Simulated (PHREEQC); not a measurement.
0.013 g of hydrous ferric oxide (600 m²/g; 0.2 weak and 0.005 strong sites per Fe, Dzombak-Morel constants, diffuse double layer) in 1 kg of water with 0.005 mol/kgw of an inert sodium salt, at 25 °C; the pH is set by adding NaOH or the inert anion's acid. O2 is buffered at 0.21 atm. The system is closed to CO2. Nothing may precipitate in this run.

Base run: PHREEQC, ion-association model, wateq4f.dat. Each further column changes one thing. The table gives surface charge σ (C/m²).

```
pH       base  background salt from 0.005 to 0.0005 mol/kgw  oxide from 0.013 to 0.065 g/kgw  3.4e-05 mol/kgw Na2SeO4 added
-----  ------  --------------------------------------------  -------------------------------  -----------------------------
3       0.302                                         0.238                            0.302                          0.053
3.67    0.221                                         0.130                            0.221                          0.048
5       0.090                                         0.038                            0.090                          0.036
5.67    0.051                                         0.019                            0.051                          0.028
6.33    0.027                                         0.009                            0.027                          0.020
7.67    0.004                                         0.001                            0.004                          0.004
8.33   -0.002                                        -0.001                           -0.002                         -0.002
9      -0.009                                        -0.003                           -0.009                         -0.009
10.33  -0.042                                        -0.018                           -0.042                         -0.043
11     -0.081                                        -0.049                           -0.081                         -0.081
```

The oxide is taken as insoluble; below pH 4 it would dissolve.
